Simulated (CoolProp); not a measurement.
Computed with CoolProp (reference Helmholtz-energy equation of state, Lemmon 2013).

Task: For propylene, give the phase and the density (kg/m³), cp (kJ/(kg K)), expansivity (1/kK) at 301.85 °C and 7.31 MPa.

Result: 
- 301.85 °C and 7.31 MPa: supercritical; density 71.3, cp 2.70, expansivity 2.63
